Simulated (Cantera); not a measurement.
Input: 1 mol Si₃N₄, 0.42 mol H₂O, 7.1 mol H₂, equilibrated at 5.50 Pa.

Cantera equilibrium calculation (NASA polynomials, part measured and part estimated; ideal gas, pure solids and liquids). Candidate condensed phases: H₂O, Si, SiO₂, Si₂N₂O, Si₃N₄; 35 gas species. Gases not in the tables: Si₂H₆ and higher silanes. Kinetics and transport are ignored.

**Question.** Which condensed phases are stable at each of these points (T (°C)): 1275, 1350, 1425, 1500, 1575, 1650, 1725, 1800?

**Answer.** 
```
T (°C)  condensed phases  Si condensed (%)
------  ----------------  ----------------
1275               Si(s)              85.8
1350               Si(s)              85.0
1425               Si(l)              81.8
1500               Si(l)              72.0
1575               Si(l)              40.6
1650            gas only               0.0
1725            gas only               0.0
1800            gas only               0.0
```

From 1275 °C to 1350 °C the condensed part is Si(s). From 1425 °C to 1575 °C the condensed part is Si(l). From 1650 °C to 1800 °C nothing is condensed.
